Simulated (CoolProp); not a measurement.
Computed with CoolProp (reference Helmholtz-energy equation of state, Lemmon 2005). It is a short technical equation, of lower accuracy than the large ones.

### Question
For cis-2-butene, give the phase and the density (kg/m³), cp (kJ/(kg K)) at 435.3 K and 4.64 MPa; 480.2 K and 4.64 MPa.

### Answer
- 435.3 K and 4.64 MPa: liquid; density 357, cp 5.51
- 480.2 K and 4.64 MPa: supercritical; density 98.4, cp 2.93
